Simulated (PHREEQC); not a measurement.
Make-up at 45 °C: 0.29 mol/kgw CdSO4, 0.04 mol/kgw H3BO3, 3.4e-05 mol/kgw HCl and 0.0069 mol/kgw KCl. Closed to the air; pH follows from the charge balance.

All values are PHREEQC results (ion-association model, phreeqc.dat), not measurements.

No solid was allowed to form.

Q: Estimate the pH, ionic strength.

A: pH 4.97; ionic strength 0.474 mol/kgw.

Q: In which forms is Cl present?

A: CdCl+ 74 %, Cl- 26 % of the Cl.

Constants without temperature data keep their 25 °C values here.
